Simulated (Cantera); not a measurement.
**Silicon etching in halogen gases: Si + HCl + N2**

A closed system holds: 1 mol Si, 8.1 mol HCl, 14 mol N2, held at 1.00 bar.

These are equilibrium values from Cantera (NASA tables, ideal gas, pure condensed phases), not measurements of a reactor. Candidate condensed phases: NH4Cl, Si, Si3N4; 28 gas species. N2 is the only nitrogen source here; it is nearly inert below about 1500 K, so the nitride shown seldom forms there in practice. The tables' values for SiCl3 are old estimates; treat these amounts as uncertain. Rates play no part.

```tsv
T (K)	x N2	x HCl	x H2	x SiCl4	x SiHCl3	x SiCl3	n Si3N4(s)
1023	0.664	0.195	0.0946	0.0472	0.000194	1.47e-5	0
1048	0.664	0.195	0.0945	0.0471	0.000234	2.39e-5	0
1073	0.663	0.195	0.0945	0.0471	0.000280	3.80e-5	0
1098	0.663	0.196	0.0937	0.0467	0.000325	5.80e-5	0.00237
1123	0.663	0.198	0.0926	0.0461	0.000369	8.61e-5	0.00597
1148	0.662	0.200	0.0916	0.0455	0.000418	0.000126	0.00934
1173	0.662	0.202	0.0906	0.0449	0.000470	0.000180	0.0125
1198	0.661	0.204	0.0897	0.0444	0.000525	0.000254	0.0154
1223	0.661	0.205	0.0888	0.0438	0.000584	0.000353	0.0181
1248	0.661	0.207	0.0879	0.0433	0.000647	0.000484	0.0205
1273	0.660	0.208	0.0871	0.0427	0.000713	0.000654	0.0226
```
x: gas mole fraction; n: condensed amount in mol.

From 1023 K to 1073 K nothing is condensed. From 1098 K to 1273 K the condensed part is Si3N4(s). The main Si-bearing gas is SiCl4 throughout.
